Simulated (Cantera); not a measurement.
Charge: 1 mol Si, 2 mol H₂, 2.1 mol Cl₂, at 525 °C and 0.133 bar.

Method: chemical equilibrium by Gibbs-energy minimisation in Cantera with the NASA 1993 tables (ideal gas, pure condensed phases). Candidate condensed phases: Si; 19 gas species. Equilibrium is a limit: real reactors are often held back by kinetics, nucleation or transport.

Base state: H₂ 0.610, SiCl₄ 0.320, HCl 0.0671, SiHCl₃ 0.00256 (mole fractions); condensed: gas only.

### Question
What changes in the equilibrium state with this change: Cl₂ from 2.1 to 1.7 mol?

### Answer
```json
[
 {"species": "H₂", "before": "0.610", "after": "0.679"},
 {"species": "SiCl₄", "before": "0.320", "after": "0.254"},
 {"species": "SiHCl₃", "before": "0.00256", "after": "0.0632"},
 {"species": "HCl", "before": "0.0671", "after": "0.00241"},
 {"species": "SiH₂Cl₂", "before": "1.65e-6", "after": "0.00126"},
 {"species": "SiCl₃", "before": "5.98e-6", "after": "0.000140"},
 {"species": "Si(s), mol", "before": "0", "after": "0.105"}
]
```
The tables' values for SiCl₃ are old estimates; treat these amounts as uncertain.
